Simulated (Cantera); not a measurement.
Charge: 1 mol Cr, 0.9 mol NH3, 0.57 mol N2, at 1.00 bar.

Method: chemical equilibrium by Gibbs-energy minimisation in Cantera with the NASA 1993 tables (ideal gas, pure condensed phases). Candidate condensed phases: Cr, CrN, Cr2N; 11 gas species. The numbers say what is thermodynamically allowed, not how fast it happens.

x: gas mole fraction; n: condensed amount in mol.

```csv
T (K),x H2,x N2,x Cr,x H,x NH3,x CrN,x NH2,n CrN(s),n Cr2N(s),n Cr(s),n Cr(l)
1250,0.722,0.278,2.65e-10,4.11e-7,4.94e-5,<1e-12,5.82e-11,1.00,0,0,0
1450,0.637,0.363,1.01e-7,7.55e-6,2.22e-5,<1e-12,6.73e-10,0,0.500,0,0
1650,0.637,0.363,(withheld),(withheld),(withheld),(withheld),(withheld),0,0.500,0,0
1850,0.569,0.430,0.000184,0.000406,7.43e-6,7.41e-10,1.77e-8,0,0,1.000,0
2050,0.567,0.429,(withheld),(withheld),(withheld),(withheld),(withheld),0,0,0.995,0
2250,0.558,0.424,0.0128,0.00555,3.77e-6,1.69e-7,1.44e-7,0,0,0,0.969
2450,0.525,0.402,0.0578,0.0146,2.64e-6,1.17e-6,2.97e-7,0,0,0,0.854
```

**Question.** Fill in the missing entries.

**Answer.** 
- 2050, x Cr: 0.00198
- 2050, x H: 0.00171
- 2050, x NH3: 5.18e-6
- 2050, x CrN: 1.54e-8
- 2050, x NH2: 5.65e-8
- 1650, x Cr: 8.52e-6
- 1650, x H: 7.25e-5
- 1650, x NH3: 1.26e-5
- 1650, x CrN: 1.38e-11
- 1650, x NH2: 4.27e-9
